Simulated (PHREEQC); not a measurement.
Dissolve 0.12 mol/kgw HCl, 0.25 mol/kgw CuSO4 and 0.00017 mol/kgw CuCl2 at 90 °C. It is in equilibrium with CO2 at log p = -3.5 (atm). Otherwise closed; pH follows from the charge balance.

All values are PHREEQC results (ion-association model, phreeqc.dat), not measurements.

Each row changes one thing in this solution. This is a speciation only: nothing precipitates in the calculation.

```json
[
 {"case": "as made", "pH": "1.94", "ionic strength (mol/kgw)": "0.490", "Cu+2 (mol/kgw)": "0.116", "HSO4- (mol/kgw)": "0.104", "CuSO4 (mol/kgw)": "0.0766", "SO4-2 (mol/kgw)": "0.0691"},
 {"case": "diluted 10-fold with water", "pH": "?", "ionic strength (mol/kgw)": "?", "Cu+2 (mol/kgw)": "0.0157", "HSO4- (mol/kgw)": "0.00816", "CuSO4 (mol/kgw)": "0.00704", "SO4-2 (mol/kgw)": "0.00980"},
 {"case": "CuCl2 replaced by MgCl2 at the same molality", "pH": "?", "ionic strength (mol/kgw)": "0.490", "Cu+2 (mol/kgw)": "0.116", "HSO4- (mol/kgw)": "0.104", "CuSO4 (mol/kgw)": "0.0766", "SO4-2 (mol/kgw)": "0.0690"},
 {"case": "CuCl2 from 0.00017 to 3.4e-05 mol/kgw", "pH": "1.94", "ionic strength (mol/kgw)": "0.490", "Cu+2 (mol/kgw)": "0.116", "HSO4- (mol/kgw)": "0.104", "CuSO4 (mol/kgw)": "0.0766", "SO4-2 (mol/kgw)": "0.0691"}
]
```

Task: What belongs in the gaps?

Result: 
- diluted 10-fold with water, pH: 2.50
- diluted 10-fold with water, ionic strength (mol/kgw): 0.0630
- CuCl2 replaced by MgCl2 at the same molality, pH: 1.93

Constants without temperature data keep their 25 °C values here.
